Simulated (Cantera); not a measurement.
Mixture: CH4 : CO : O2 : N2 = 1 : 0.14 : 3.09 : 11.6 (molar parts), at 263 Torr, adiabatic and at constant pressure. Ignition delay is the time to a rise of 400 K.

Computed with Cantera and GRI-Mech 3.0 (53 species, 325 reactions).

Q: What does this change do: O2 3.09 to 1.3 parts?

A: 
```json
[
 {"quantity": "delay at 1200 K", "before": "87.7 ms", "after": "0.357 s"},
 {"quantity": "delay at 1300 K", "before": "21.1 ms", "after": "80.9 ms"},
 {"quantity": "delay at 1400 K", "before": "6.28 ms", "after": "21.0 ms"},
 {"quantity": "delay at 1500 K", "before": "2.34 ms", "after": "6.46 ms"},
 {"quantity": "delay at 1600 K", "before": "1.04 ms", "after": "2.42 ms"},
 {"quantity": "delay at 1700 K", "before": "0.526 ms", "after": "1.08 ms"},
 {"quantity": "delay at 1800 K", "before": "0.290 ms", "after": "0.548 ms"},
 {"quantity": "apparent activation energy between 1600 and 1800 K", "before": "150 kJ/mol", "after": "180 kJ/mol"}
]
```

Q: What does this change do: 0.14 parts C2H6 added?

A: 
```tsv
quantity	before	after
delay at 1200 K	87.7 ms	7.24 ms
delay at 1300 K	21.1 ms	2.46 ms
delay at 1400 K	6.28 ms	0.969 ms
delay at 1500 K	2.34 ms	0.426 ms
delay at 1600 K	1.04 ms	0.211 ms
delay at 1700 K	0.526 ms	0.117 ms
delay at 1800 K	0.290 ms	71.9 µs
apparent activation energy between 1600 and 1800 K	150 kJ/mol	130 kJ/mol
```
